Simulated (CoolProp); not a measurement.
Computed with CoolProp (reference Helmholtz-energy equation of state, Leachman 2009).

Q: Give the vapour pressure (bar), liquid cp (kJ/(kg K)), liquid viscosity (µPa s), vapour viscosity (µPa s) of saturated normal hydrogen at 24.6, 26.5, 32.3 K.

A: 
```json
[
 {"T (K)": "24.6", "p (bar)": "2.95", "liquid cp (kJ/(kg K))": "12.9", "liquid viscosity (µPa s)": "9.74", "vapour viscosity (µPa s)": "1.25"},
 {"T (K)": "26.5", "p (bar)": "4.35", "liquid cp (kJ/(kg K))": "15.2", "liquid viscosity (µPa s)": "8.47", "vapour viscosity (µPa s)": "1.38"},
 {"T (K)": "32.3", "p (bar)": "11.5", "liquid cp (kJ/(kg K))": "75.8", "liquid viscosity (µPa s)": "4.78", "vapour viscosity (µPa s)": "2.17"}
]
```

Viscosity comes from a separate model (Muzny 2013).
